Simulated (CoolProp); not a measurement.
Saturation properties of dimethyl carbonate (Tc = 283.9 °C, pc = 49.09 bar, ω = 0.346).

Computed with CoolProp (reference Helmholtz-energy equation of state, Zhou 2011).

| T (°C) | p (bar) | vapour density (kg/m³) | enthalpy of vaporisation (kJ/kg) | liquid cp (kJ/(kg K)) |
|---|---|---|---|---|
| 24.55 | 0.07099 | 0.2594 | 419.5 | 1.832 |
| 38.35 | 0.1391 | 0.4870 | 410.4 | 1.852 |
| 52.05 | 0.2535 | 0.8534 | 401.4 | 1.876 |
| 65.85 | 0.4376 | 1.420 | 392.2 | 1.903 |
| 79.65 | 0.7176 | 2.254 | 382.9 | 1.933 |
| 93.35 | 1.122 | 3.425 | 373.4 | 1.966 |
| 107.15 | 1.695 | 5.041 | 363.5 | 2.003 |
| 120.95 | 2.474 | 7.202 | 353.3 | 2.042 |
| 134.75 | 3.506 | 10.03 | 342.5 | 2.084 |
| 148.45 | 4.831 | 13.65 | 331.2 | 2.128 |
| 162.25 | 6.522 | 18.27 | 319.1 | 2.176 |
| 176.05 | 8.628 | 24.12 | 306.1 | 2.231 |

It boils at 90.1 °C under 1 atm.
